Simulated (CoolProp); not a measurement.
Vapour-liquid equilibrium of ethanol (1) + ethylbenzene (2) at 0.105 MPa; x and y are mole fractions of (1).

The numbers come from the multi-fluid Helmholtz-energy mixture model, Schroeder 2014 and Zhou 2012; pair parameters Bell 2016 in CoolProp.

```tsv
x	bubble temperature, mixture model (°C)	bubble temperature, Raoult's law (°C)	y, mixture model	y, Raoult's law
0.05	110.8	128.3	0.547	0.260
0.2	88.6	111.4	0.804	0.623
0.35	83.9	101.2	0.844	0.779
0.5	82.6	94.0	0.858	0.867
0.65	81.7	88.5	0.871	0.923
0.8	80.6	84.1	0.897	0.963
0.95	79.5	80.4	0.962	0.992
```

The largest gap from Raoult's law is -22.8 K in bubble temperature, at x = 0.2. No azeotrope shows between x = 0.05 and 0.95.

Pair parameters are fitted to limited data, so mixtures are less certain than the pure fluids. With so large a gap from Raoult's law the liquid may split in two, which this calculation doesn't test in full.
